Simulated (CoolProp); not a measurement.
o-xylene at 293.15 K and 0.772 MPa flows at 1.1 m/s in a round tube of 10 mm bore and 1.5 µm roughness, fully developed (64/Re and Nu = 3.66 if laminar; Colebrook and Gnielinski if turbulent). Each further row changes one setting.

Model: reference Helmholtz-energy equation of state, Zhou 2012, in CoolProp.

| case | Reynolds number | Darcy friction factor | pressure drop (Pa/m) | heat-transfer coefficient (W/(m² K)) | mass flow (kg/h) |
|---|---|---|---|---|---|
| as stated | 11900 | 0.0298 | 1590 | 1440 | 274 |
| velocity 2.2 m/s | 23700 | 0.0252 | 5370 | 2710 | 548 |
| diameter 20 mm | 23700 | 0.0250 | 666 | 1350 | 1100 |

Viscosity comes from a separate model (Cao 2016). Thermal conductivity comes from a separate model (Mylona 2014).
